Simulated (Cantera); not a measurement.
**Counterflow diffusion flame**

A counterflow diffusion flame at 750 Torr, nozzles 20 mm apart: fuel side CH₄ : CO : N₂ = 1 : 0.33 : 0.46 (molar parts) at 325 K, oxidiser side O₂ : N₂ = 0.2 : 0.8 (molar parts) at 573 K, fuel mass flux 1.3 times the oxidiser's; mixture-averaged transport, no radiation.

Detailed kinetics in Cantera: GRI-Mech 3.0 (53 species, 325 reactions). GRI-Mech 3.0 has no aromatics or soot, which form on the fuel side of real flames. The maximum strain rate includes the flame's own expansion and is several times the mean. A flux with no burning solution from the previous one only brackets extinction.

| oxidiser flux (kg/m²/s) | max strain (1/s) | mean strain (1/s) | T max (K) | peak x OH | peak x H | peak x NO | peak x CO | peak x C₂H₂ |
|---|---|---|---|---|---|---|---|---|
| 0.25 | 193 | 41.3 | 2060 | 0.00675 | 0.00365 | 0.000231 | 0.184 | 0.00820 |
| 0.36 | 269 | 59.4 | 2041 | 0.00669 | 0.00384 | 0.000207 | 0.184 | 0.00760 |
| 0.53 | 384 | 87.5 | 2023 | 0.00661 | 0.00404 | 0.000180 | 0.184 | 0.00703 |
| 0.77 | 544 | 127 | 2004 | 0.00649 | 0.00421 | 0.000151 | 0.184 | 0.00647 |
| 1.1 | 762 | 182 | 1981 | 0.00627 | 0.00431 | 0.000120 | 0.184 | 0.00581 |
| 1.6 | 1080 | 264 | 1952 | 0.00591 | 0.00431 | 8.69e-5 | 0.184 | 0.00496 |
| 2.4 | 1590 | 396 | 1904 | 0.00522 | 0.00404 | 5.01e-5 | 0.184 | 0.00369 |
| 3.5 | 2220 | 578 | 1788 | 0.00349 | 0.00276 | 1.17e-5 | 0.184 | 0.00148 |
x: mole fraction; the columns are a selection and need not sum to one.

At the next flux tried, 5 kg/m²/s, no burning solution was found from the previous one.
